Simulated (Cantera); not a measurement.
A perfectly stirred reactor is fed with NO : N2 = 1 : 1 (molar parts), at 45.8 Torr; it is held at 1650 K, and followed from long to short residence time.

Detailed kinetics in Cantera: GRI-Mech 3.0 (53 species, 325 reactions).

What does this change do: 0.12 parts O2 added?


```
quantity                 before    after
---------------------  --------  -------
x(NO) at τ = 28.0 s       0.457    0.430
x(O) at τ = 28.0 s      1.79e-5  3.10e-5
x(N2) at τ = 28.0 s       0.521    0.492
x(N2O) at τ = 28.0 s    7.14e-5  6.04e-5
x(O2) at τ = 28.0 s      0.0213   0.0771
x(NO) at τ = 0.380 s      0.499    0.471
x(O) at τ = 0.380 s     7.72e-6  2.70e-5
x(N2) at τ = 0.380 s      0.500    0.472
x(N2O) at τ = 0.380 s   6.89e-5  5.81e-5
x(O2) at τ = 0.380 s   0.000262   0.0568
```

What does this change do: 0.0055 parts O2 added?


```tsv
quantity	before	after
x(NO) at τ = 28.0 s	0.457	0.456
x(O) at τ = 28.0 s	1.79e-5	1.87e-5
x(N2) at τ = 28.0 s	0.521	0.520
x(N2O) at τ = 28.0 s	7.14e-5	7.08e-5
x(O2) at τ = 28.0 s	0.0213	0.0240
x(NO) at τ = 0.380 s	0.499	0.498
x(O) at τ = 0.380 s	7.72e-6	9.67e-6
x(N2) at τ = 0.380 s	0.500	0.499
x(N2O) at τ = 0.380 s	6.89e-5	6.82e-5
x(O2) at τ = 0.380 s	0.000262	0.00300
```
